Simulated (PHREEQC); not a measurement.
Solution (20 °C): 0.02 mol CuCl2, 0.0037 mol HNO3 and 0.0037 mol H3BO3 per kg of water. Closed to the air; pH follows from the charge balance.

Model: ion-association model, phreeqc.dat, run in PHREEQC.

Each row changes one thing in this solution. This is a speciation only: nothing precipitates in the calculation.

```csv
case,pH,ionic strength (mol/kgw),H2BO3- (mol/kgw)
as made,2.50,0.0622,7.76e-10
temperature from 20 to 80 °C,2.51,0.0522,2.03e-9
0.0092 mol/kgw H2SO4 added,(withheld),0.0749,1.53e-10
CuCl2 replaced by KCl at the same molality,(withheld),0.0237,6.91e-10
HNO3 from 0.0037 to 0.0185 mol/kgw,(withheld),0.0771,1.60e-10
temperature from 20 to 10 °C,2.50,0.0628,6.36e-10
temperature from 20 to 85 °C,2.51,0.0509,2.17e-9
CuCl2 replaced by CdCl2 at the same molality,2.50,0.0398,7.33e-10
```

Some entries are withheld; supply them.


- 0.0092 mol/kgw H2SO4 added, pH: 1.79
- CuCl2 replaced by KCl at the same molality, pH: 2.48
- HNO3 from 0.0037 to 0.0185 mol/kgw, pH: 1.81

Away from 25 °C the constants follow the database's enthalpies or fits; those with neither stay at their 25 °C values.
